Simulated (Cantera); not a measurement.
An adiabatic, constant-volume homogeneous reactor starts with CH₄ : O₂ : N₂ = 1 : 3.08 : 11.6 (molar parts), at 1325 K and 0.987 atm.

Cantera simulation using GRI-Mech 3.0 (53 species, 325 reactions); the numbers are that mechanism's predictions, not measurements.

Task: Predict: time of steepest temperature rise; temperature at 4.00 s; equilibrium temperature; x(O₂) at 4.00 s; x(CO) at 4.00 s.

Result: 
- time of steepest temperature rise = 6.61 ms
- temperature at 4.00 s = 2654 K
- equilibrium temperature = 2654 K
- x(O₂) at 4.00 s = 0.0619 (gas-phase equilibrium 0.0619)
- x(CO) at 4.00 s = 0.0115 (gas-phase equilibrium 0.0115)
